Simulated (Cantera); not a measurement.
Feed: 1 mol SiCl4, 1.3 mol HCl, 0.42 mol H2, held at 975 K and 0.160 bar.

Cantera equilibrium calculation (NASA polynomials, part measured and part estimated; ideal gas, pure solids and liquids). Candidate condensed phases: Si; 19 gas species. The tables' values for SiCl3 are old estimates; treat these amounts as uncertain. The numbers say what is thermodynamically allowed, not how fast it happens.

Base state: HCl 0.479, SiCl4 0.367, H2 0.154, SiHCl3 0.000674, SiCl3 5.37e-5 (mole fractions); condensed: gas only.

### Question
What changes in the equilibrium state with this change: 0.027 mol HF added?

### Answer
| species | before | after |
|---|---|---|
| HCl | 0.479 | 0.484 |
| SiCl4 | 0.367 | 0.361 |
| H2 | 0.154 | 0.152 |
| SiF4 | 0 | 0.00242 |
| HF | 0 | 0.000115 |
| SiHCl3 | 0.000674 | 0.000649 |
